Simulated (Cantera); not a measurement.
An isothermal plug-flow reactor at 625 K and 1.01 bar (inlet), inlet velocity 4.6 m/s, active area per volume 5300 1/m; feed H2 : O2 : N2 = 0.013 : 0.037 : 0.79 (molar parts), equivalence ratio 0.18.

Cantera simulation using Deutschmann's 1995 Pt surface mechanism with GRI-Mech 3.0 gas chemistry; the numbers are that mechanism's predictions, not measurements. Catalytic surfaces can have several steady states; this one follows from the mechanism file's or the stated starting coverage. Mass transfer to the wall is taken as infinitely fast.

Task: Predict: x(H2) at z = 0.0071 m; x(O2) at z = 0.0071 m; x(H2O) at z = 0.0071 m; θ(free Pt) at the exit; θ(O*) at the exit; θ(OH*) at the exit.

Result: 
| Item | Result |
|---|---|
| x(H2) at z = 0.0071 m | 7.87e-5 |
| x(O2) at z = 0.0071 m | 0.0366 |
| x(H2O) at z = 0.0071 m | 0.0155 |
| θ(free Pt) at the exit | 0.00484 |
| θ(O*) at the exit | 0.992 |
| θ(OH*) at the exit | 0.00301 |
